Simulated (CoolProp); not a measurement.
Vapour-liquid equilibrium of ethylbenzene (1) + o-xylene (2) at 546.3 K; x and y are mole fractions of (1).

Computed with CoolProp (multi-fluid Helmholtz-energy mixture model, Zhou 2012 and Zhou 2012; pair parameters Bell 2016).

| x | bubble pressure, mixture model (bar) | bubble pressure, Raoult's law (bar) | y, mixture model | y, Raoult's law |
|---|---|---|---|---|
| 0.05 | 12.66 | 12.67 | 0.055 | 0.057 |
| 0.2 | ? | 12.95 | ? | 0.223 |
| 0.35 | 13.24 | 13.22 | ? | 0.382 |
| 0.5 | 13.55 | 13.50 | 0.525 | 0.535 |
| 0.65 | ? | 13.78 | 0.671 | 0.681 |
| 0.8 | 14.11 | 14.06 | ? | 0.821 |
| 0.95 | 14.36 | 14.34 | 0.953 | 0.956 |

Task: Some entries are withheld; supply them.

Result: 
- 0.2, bubble pressure, mixture model (bar): 12.94
- 0.2, y, mixture model: 0.217
- 0.35, y, mixture model: 0.374
- 0.65, bubble pressure, mixture model (bar): 13.84
- 0.8, y, mixture model: 0.813

The largest gap from Raoult's law is +0.4 % in bubble pressure, at x = 0.65. No azeotrope shows between x = 0.05 and 0.95.

The pair parameters rest on a limited set of measurements; away from them the model extrapolates.
